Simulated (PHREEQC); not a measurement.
PHREEQC input (ion-association model, wateq4f.dat):

```
SOLUTION_MASTER_SPECIES
  An  An-  0  An  62.0  # stands for a non-complexing anion
SOLUTION_SPECIES
  An- = An-
    -log_k 0
    -gamma 3.0 0
  SO4-2 + 10H+ + 8e- = H2S + 4H2O  # shut off: sulfate is not reduced
    -log_k -100
    -delta_h 0
    -analytic -100
PHASES
  Fix_H+
    H+ = H+
    -log_k 0
SOLUTION 1
  temp 25
  units mmol/kgw
  pH 7 charge
  S(6) 2.8e-05
  Na 10.0641
  As(3) 0.064
  An 10
END
SELECTED_OUTPUT 1
  -reset false
  -pH true
  -pe true
  -ionic_strength true
  -water true
  -totals As Na S As(3) As(5) S(-2) S(6)
  -molalities Hfo_wOH Hfo_wOH2+ Hfo_wO- Hfo_sOH Hfo_sOH2+ Hfo_sO- Hfo_wH2AsO3 Hfo_wSO4- Hfo_wOHSO4-2
  -saturation_indices Arsenolite Mirabilite
USER_PUNCH 1
  -headings sigma psi
  10 PUNCH EDL("sigma", "Hfo"), EDL("psi", "Hfo")
PRINT
  -reset false
USE solution 1
SURFACE 1
  Hfo_wOH 2.47191e-05 600 0.011
  Hfo_sOH 6.17978e-07
EQUILIBRIUM_PHASES 1
  Fix_H+ -3 HAn 10
    -force_equality true
END
# ... the last block is repeated for the other 12 points of pH, with NaOH or the acid as the point needs
```

Selected output (columns that matter, 13 of 13 rows; pH added in front):

```
pH	mu	As	Na	S	m_Hfo_wOH	m_Hfo_wOH2+	m_Hfo_wO-	m_Hfo_sOH	m_Hfo_sOH2+	m_Hfo_sO-	si_Arsenolite	si_Mirabilite	sigma	psi
3	0.01117	5.3543e-05	0.010064	8.2257e-10	7.5797e-07	1.3476e-05	9.7665e-10	3.2905e-08	5.8503e-07	4.2398e-11	-7.1603	-12.287	0.20513	0.17984
3.67	0.010303	4.9371e-05	0.010064	3.8133e-09	1.1498e-06	8.9125e-06	3.3981e-09	7.0591e-08	5.4718e-07	2.0862e-10	-7.2306	-11.589	0.13782	0.16153
4.33	0.010118	4.6461e-05	0.010064	1.4418e-08	1.4648e-06	5.6929e-06	8.6344e-09	1.2632e-07	4.9092e-07	7.4457e-10	-7.2834	-11.004	0.090005	0.14023
5	0.010077	4.4498e-05	0.010064	2.4921e-08	1.7007e-06	3.4941e-06	1.8964e-08	2.0158e-07	4.1415e-07	2.2477e-09	-7.3209	-10.765	0.056761	0.11697
5.67	0.010068	4.3277e-05	0.010064	2.7565e-08	1.8587e-06	2.0992e-06	3.7701e-08	2.8747e-07	3.2467e-07	5.8311e-09	-7.3453	-10.721	0.03479	0.092706
6.33	0.010065	4.2565e-05	0.010064	2.7942e-08	1.9573e-06	1.2569e-06	6.9825e-08	3.6832e-07	2.3652e-07	1.314e-08	-7.3609	-10.715	0.020617	0.068169
7	0.010065	4.2176e-05	0.010064	2.7992e-08	2.0236e-06	7.4524e-07	1.2588e-07	4.3201e-07	1.591e-07	2.6873e-08	-7.3742	-10.714	0.010984	0.042819
7.67	0.010064	4.2054e-05	0.010064	2.7999e-08	2.0993e-06	4.491e-07	2.2481e-07	4.6781e-07	1.0007e-07	5.0096e-08	-7.4013	-10.714	0.0039993	0.01714
8.33	0.010064	4.2316e-05	0.010064	2.8e-08	2.3228e-06	2.9894e-07	4.1345e-07	4.7293e-07	6.0866e-08	8.4182e-08	-7.4996	-10.714	-0.0020368	-0.0088485
9	0.010064	4.3648e-05	0.010064	2.8e-08	3.2328e-06	2.8021e-07	8.5444e-07	4.5743e-07	3.9649e-08	1.209e-07	-7.8419	-10.714	-0.0096161	-0.038327
9.67	0.010091	4.7811e-05	0.010091	2.8e-08	6.1507e-06	4.4897e-07	1.9303e-06	4.456e-07	3.2527e-08	1.3985e-07	-8.5993	-10.712	-0.023249	-0.073548
10.33	0.010292	5.512e-05	0.010294	2.8e-08	1.1155e-05	7.1893e-07	3.965e-06	4.3523e-07	2.805e-08	1.547e-07	-9.638	-10.697	-0.049318	-0.10939
11	0.011182	6.1196e-05	0.011185	2.8e-08	1.4242e-05	6.6279e-07	7.0107e-06	4.016e-07	1.8689e-08	1.9769e-07	-10.851	-10.636	-0.095428	-0.14066
```

The oxide is taken as insoluble; below pH 4 it would dissolve.
